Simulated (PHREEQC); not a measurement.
Make-up at 25 °C: 0.037 mol/kgw HBr, 0.0011 mol/kgw H2SeO3 and 0.22 mol/kgw CsCl. Closed to the air; pH follows from the charge balance.

Equilibrium calculation in PHREEQC: ion-association model, wateq4f.dat.

Precipitation was switched off in this run.

Task: What pH, activity of water does the model give?

Result: pH 1.53; activity of water 0.991.

Task: In which forms is Se present?

Result: H2SeO3 92 %, HSeO3- 8.1 % of the Se.

Complexes and solids missing from the database can't appear.
